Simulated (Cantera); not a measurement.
What does this Cantera script print?

```python
import numpy as np
import cantera as ct

gas_names = [...]  # 62 gases of nasa_gas.yaml made of F, H, N, O, S
cond_names = """
    H2O(s) H2O(L) H2SO4(L) S(cr1) S(cr2) S(L)
""".split()


# ... load() reads the species with a 1 bar reference pressure and builds the phases ...
atoms = {
    'SF6': {'S': 1, 'F': 6},
    'H2O': {'H': 2, 'O': 1},
    'N2': {'N': 2},
}
top_T = {}  # K; cautious upper limits of use, not melting points


# ... equilibrate(T, P, feed) seeds the gas with the atoms and calls Mixture.equilibrate('TP', solver="vcs", rtol=1e-11, max_steps=5000) ...
results = []
feed = {'SF6': 1, 'H2O': 3, 'N2': 4.5}  # mol
P = 101325  # Pa
for T in [1950, 2000, 2050, 2100, 2150, 2200, 2250, 2300, 2350]:
    mix = equilibrate(T, P, feed)
    results.append((T, P, feed, dict(zip(mix.species_names, mix.species_moles))))

top = {s: max(r[3][s] / sum(r[3][g] for g in gas_names) for r in results) for s in gas_names}
cols = sorted((s for s in top if top[s] > 1e-05), key=lambda s: -top[s])[:6]
seen = [c for c in cond_names if any(r[3].get(c, 0) > 1e-12 for r in results)]
print("log10 of partial pressures in bar; condensed amounts in mol")
print(f"{'T/K':>10s}" + "".join(f"{s[:9]:>10s}" for s in cols + seen))
for T, P, feed, n in results:
    ng = sum(n[g] for g in gas_names)
    print(f"{T:10.4g}" + "".join(f"{np.log10(max(n[s] / ng * P / 1e5, 1e-99)):10.3f}" for s in cols)
          + "".join(f"{n.get(c, 0):10.4g}" for c in seen))
```

Result:

```
log10 of partial pressures in bar; condensed amounts in mol
       T/K        HF        N2       SO2        O2        NO         F
      1950    -0.296    -0.421    -1.074    -1.387    -2.691    -3.355
      2000    -0.296    -0.422    -1.074    -1.389    -2.631    -3.247
      2050    -0.296    -0.422    -1.075    -1.392    -2.574    -3.144
      2100    -0.296    -0.422    -1.075    -1.394    -2.520    -3.046
      2150    -0.297    -0.422    -1.075    -1.397    -2.468    -2.952
      2200    -0.297    -0.423    -1.076    -1.401    -2.420    -2.863
      2250    -0.297    -0.423    -1.077    -1.404    -2.374    -2.777
      2300    -0.298    -0.424    -1.078    -1.409    -2.330    -2.694
      2350    -0.298    -0.424    -1.079    -1.413    -2.288    -2.614
```

Equilibrium computed with Cantera from the NASA thermochemical tables; the gas is ideal and each condensed phase is pure.
